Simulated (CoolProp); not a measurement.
A single-stage vapour-compression cycle with the fluid: evaporating at 193.15 K (dew point), condensing at 256.15 K (bubble point), superheat 5 K, subcooling 8 K, compressor efficiency 0.85, no pressure losses. The same conditions are run with several fluids, on thermodynamics alone (safety and materials aside).

The numbers come from the reference Helmholtz-energy equation of state of each fluid (nitrous oxide: Lemmon 2006; ethane: Bücker 2006; carbonyl sulfide: Lemmon 2006; propane: Lemmon 2009; R13: Platzer 1990; propylene: Lemmon 2013) in CoolProp. The equations of Platzer and Polt are older, rougher fits.

```json
[
 {"fluid": "nitrous oxide", "cooling COP": "1.90", "pressure ratio": "12.0", "discharge temperature (K)": "372.8", "refrigerating effect (kJ/kg)": "269", "volumetric capacity (kJ/m³)": "1220"},
 {"fluid": "ethane", "cooling COP": "1.97", "pressure ratio": "9.81", "discharge temperature (K)": "318.4", "refrigerating effect (kJ/kg)": "338", "volumetric capacity (kJ/m³)": "1010"},
 {"fluid": "carbonyl sulfide", "cooling COP": "2.03", "pressure ratio": "19.0", "discharge temperature (K)": "393.3", "refrigerating effect (kJ/kg)": "266", "volumetric capacity (kJ/m³)": "195"},
 {"fluid": "propane", "cooling COP": "2.14", "pressure ratio": "20.8", "discharge temperature (K)": "311.9", "refrigerating effect (kJ/kg)": "347", "volumetric capacity (kJ/m³)": "122"},
 {"fluid": "R13", "cooling COP": "1.95", "pressure ratio": "11.4", "discharge temperature (K)": "299.4", "refrigerating effect (kJ/kg)": "98.5", "volumetric capacity (kJ/m³)": "710"},
 {"fluid": "propylene", "cooling COP": "2.12", "pressure ratio": "19.4", "discharge temperature (K)": "323.7", "refrigerating effect (kJ/kg)": "358", "volumetric capacity (kJ/m³)": "161"}
]
```
